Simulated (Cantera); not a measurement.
Charge: 1 mol SiC, 0.69 mol H2, held at 2600 K.

Equilibrium computed with Cantera from the NASA thermochemical tables; the gas is ideal and each condensed phase is pure. Candidate condensed phases: C, C6H6, C7H8, C8H18, Si, SiC; 87 gas species. Gases not in the tables: Si2H6 and higher silanes. Kinetics and transport are ignored.

Question: What share of the Si ends up in condensed phases as a function of P (Pa), at 1, 4.60, 22, 100, 460, 2200, 10000, 46000, 220000, 1000000?

Answer: 
```tsv
P (Pa)	Si condensed (%)	as
1	0.0	-
4.60	0.0	-
22	0.0	-
100	0.0	-
460	0.0	-
2200	76.8	SiC(s)
10000	95.9	SiC(s)
46000	98.8	SiC(s)
220000	99.5	SiC(s)
1000000	99.8	SiC(s)
```
